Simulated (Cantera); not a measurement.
A closed system holds: 1 mol HMDSO, 3.3 mol CO2, 100 mol N2, at 1850 K and 100000 Pa.

Cantera equilibrium calculation (NASA polynomials, part measured and part estimated; ideal gas, pure solids and liquids). Candidate condensed phases: C, C6H6, C7H8, C8H18, H2O, Si, SiC, SiO2, Si2N2O, Si3N4; 151 gas species. The feed counts by its element totals alone. Mutual solubility and eutectic melting of coexisting phases are not modelled. Rates play no part.

Base state: N2 0.857, H2 0.0763, CO 0.0637, HCN 0.00182, SiO 0.000487, H 0.000149, HNC 7.70e-5, C2H2 (acetylene) 1.67e-5 (mole fractions); condensed: SiC(s) + Si2N2O(s).

**Question.** What changes in the equilibrium state with this change: pressure from 100000 Pa to 9.40 Pa?

**Answer.** 
```tsv
species	before	after
N2	0.857	0.848
H2	0.0763	0.0684
CO	0.0637	0.0638
H	0.000149	0.0145
Si	2.12e-7	0.00268
Si2C	2.92e-9	3.68e-5
SiC2	3.43e-9	3.08e-5
C2H2 (acetylene)	1.67e-5	1.06e-5
SiO	0.000487	0.000687
SiC(s), mol	1.67	1.59
Si2N2O(s), mol	0.137	0
```

**Question.** What changes in the equilibrium state with this change: temperature from 1850 K to 1050 K?

**Answer.** 
| species | before | after |
|---|---|---|
| N2 | 0.857 | 0.889 |
| H2 | 0.0763 | 0.0788 |
| CO | 0.0637 | 0.0311 |
| SiO | 0.000487 | <1e-9 |
| H | 0.000149 | 2.28e-9 |
| C2H2 (acetylene) | 1.67e-5 | <1e-9 |
| SiC(s), mol | 1.67 | 0 |
| Si2N2O(s), mol | 0.137 | 0 |
| C(graphite), mol | 0 | 5.73 |
| SiO2(β-quartz), mol | 0 | 2.00 |
